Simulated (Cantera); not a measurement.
## AlI₃ + N₂O + N₂ (aluminium nitride and oxide growth)

Input: 1 mol AlI₃, 1.3 mol N₂O, 190 mol N₂, at 1250 K.

These are equilibrium values from Cantera (NASA tables, ideal gas, pure condensed phases), not measurements of a reactor. Candidate condensed phases: Al, AlI₃, AlN, Al₂O₃, I₂; 21 gas species. Mutual solubility and eutectic melting of coexisting phases are not modelled. The numbers say what is thermodynamically allowed, not how fast it happens.

```
P (Pa)  log p N₂  log p I  log p I₂  log p AlI₃  log p AlI  n AlN(s)  n Al₂O₃(s)
------  --------  -------  --------  ----------  ---------  --------  ----------
10         -4.01    -5.81    -10.73      -12.37      -8.33     0.124       0.433
63         -3.21    -5.01     -9.13      -10.37      -7.93     0.130       0.433
400        -2.40    -4.21     -7.52       -8.36      -7.53     0.132       0.433
2500       -1.61    -3.42     -5.93       -6.38      -7.13     0.130       0.433
16000      -0.80    -2.64     -4.38       -4.46      -6.76    0.0908       0.433
100000     -0.01    -1.94     -2.99       -3.16      -6.86         0       0.433
```
log p: log10 of the partial pressure in bar; n: condensed amount in mol.

From 0.000100 bar to 0.160 bar the condensed part is AlN(s) + Al₂O₃(s). At 1.00 bar the condensed part is Al₂O₃(s). The main Al-bearing gas is AlI at 0.000100 bar and AlI₃ at 1.00 bar. The share of Al in condensed phases is highest at 0.00400 bar (99.8 %) and lowest at 1.00 bar (86.7 %).
